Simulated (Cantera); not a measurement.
Low-pressure radical oxidation in H2/O2

A perfectly stirred reactor is fed with 10.7 % H2, 89.3 % O2, equivalence ratio 0.060, at 10.00 Torr; it is held at 1100 K, and followed from long to short residence time.

Model: the H2/O2 subset of GRI-Mech 3.0, which has no nitrogen chemistry, integrated in Cantera. Radical loss at walls, strong at low pressure, is not modelled. The temperature is held fixed by assumption; the heat of reaction is taken as removed at once.

```tsv
τ (s)	x H2	x O2	x O	x H2O2	x H
0.66	0.000592	0.883	0.00289	2.10e-7	0.000467
0.35	0.000862	0.882	0.00429	2.27e-7	0.000863
0.19	0.00123	0.879	0.00622	2.40e-7	0.00154
0.10	0.00180	0.876	0.00903	2.52e-7	0.00280
0.054	0.00256	0.872	0.0126	2.61e-7	0.00481
0.029	0.00366	0.866	0.0171	2.67e-7	0.00799
0.016	0.00515	0.860	0.0218	2.73e-7	0.0122
0.0083	0.00755	0.852	0.0266	2.85e-7	0.0179
0.0044	0.0111	0.847	0.0294	3.07e-7	0.0233
0.0024	0.0163	0.846	0.0296	3.39e-7	0.0271
```
x: mole fraction; the columns are a selection and need not sum to one.
